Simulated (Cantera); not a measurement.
## Gas-phase reforming

A perfectly stirred reactor is fed with CH₄ : H₂O = 1 : 3.2 (molar parts), at 760 Torr; it is held at 1250 K, and followed from long to short residence time.

Cantera simulation using GRI-Mech 3.0 (53 species, 325 reactions); the numbers are that mechanism's predictions, not measurements.

```tsv
τ (s)	x CH₄	x H₂O	x HO₂	x H₂O₂	x H₂
16	0.223	0.753	<1e-12	<1e-12	0.0182
2.8	0.235	0.761	<1e-12	<1e-12	0.00294
0.49	0.238	0.762	<1e-12	<1e-12	0.000338
0.084	0.238	0.762	<1e-12	<1e-12	4.10e-5
0.015	0.238	0.762	<1e-12	<1e-12	6.68e-6
0.0025	0.238	0.762	<1e-12	<1e-12	1.07e-6
0.00043	0.238	0.762	<1e-12	<1e-12	1.81e-7
```
x: mole fraction; the columns are a selection and need not sum to one.
